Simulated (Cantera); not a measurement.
Reactions in the system Ca-N-O

Cantera with NASA thermochemical tables; ideal gases at 1 bar, condensed phases pure. Values are per mole of reaction as written; species without (g) are pure solids or liquids, kept so even where they would boil at 1 bar.

CaO + N2O(g) ⇌ 2 NO(g) + Ca(g)

```
T (K)  ΔH° (kJ)  ΔS° (J/K)  ΔG° (kJ)  log10 K
-----  --------  ---------  --------  -------
300       913.8      318.1     818.4  -142.49
2273      873.4      283.4     229.3    -5.27
2323      872.1      282.8     215.1    -4.84
2373      870.7      282.2     201.0    -4.42
2423      869.4      281.7     186.9    -4.03
2473      868.1      281.1     172.8    -3.65
2523      866.7      280.6     158.8    -3.29
2573      865.4      280.1     144.7    -2.94
```
